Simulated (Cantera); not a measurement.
Input (Python, Cantera) and output of one run.

```python
import numpy as np
import cantera as ct

gas_names = """
    B BCL BCL2 BCL3 BH BH2 BH3 BN B2 CL CL2 H HCL H2 N NH NH2 NH3 N2 N2H2 N2H4
""".split()
cond_names = """
    B(b) B(L) BN(s) NH4CL(a) NH4CL(b)
""".split()


# ... load() reads the species with a 1 bar reference pressure and builds the phases ...
atoms = {
    'BCl3': {'B': 1, 'CL': 3},
    'NH3': {'N': 1, 'H': 3},
}
top_T = {'BN(s)': 3200}  # K; cautious upper limits of use, not melting points


# ... equilibrate(T, P, feed) seeds the gas with the atoms and calls Mixture.equilibrate('TP', solver="vcs", rtol=1e-11, max_steps=5000) ...
results = []
feed = {'BCl3': 1, 'NH3': 11}  # mol
T = 2075  # K
P = 2700  # Pa
mix = equilibrate(T, P, feed)
results.append((T, P, feed, dict(zip(mix.species_names, mix.species_moles))))
print(gas.report(threshold=1e-05))
for i in range(1, mix.n_phases):
    print(f"{mix.phase(i).name:16s} {mix.phase_moles(i):12.5e} mol")
```

It prints:

```
       temperature   2075 K
          pressure   2700 Pa
           density   0.0019062 kg/m^3
  mean mol. weight   12.18 kg/kmol
   phase of matter   gas

                          1 kg             1 kmol
                     ---------------   ---------------
          enthalpy        4.0728e+06        4.9607e+07  J
   internal energy        2.6563e+06        3.2354e+07  J
           entropy             20444        2.4901e+05  J/K
    Gibbs function       -3.8348e+07       -4.6709e+08  J
 heat capacity c_p              2858             34811  J/K
 heat capacity c_v            2175.4             26496  J/K

                      mass frac. Y      mole frac. X     chem. pot. / RT
                     ---------------   ---------------   ---------------
               BCL          0.030396         0.0080031           -30.457
              BCL2         0.0019399        0.00028917           -56.162
              BCL3        0.00030099        3.1292e-05           -81.868
               BH2        0.00011585        0.00011001           -28.407
                CL         0.0051317         0.0017632           -25.706
                 H         0.0010738          0.012975           -11.828
               HCL           0.35309           0.11796           -37.534
                H2           0.10603           0.64063           -23.656
                N2           0.50191           0.21822             -32.2
     [  +12 minor]        6.6961e-06        6.2857e-06

B(b)              0.00000e+00 mol
BN(s)             8.02815e-01 mol
```

Cantera equilibrium calculation (NASA polynomials, part measured and part estimated; ideal gas, pure solids and liquids). The tables' values for BCl, BCl2, BH2 are old estimates; treat these amounts as uncertain.
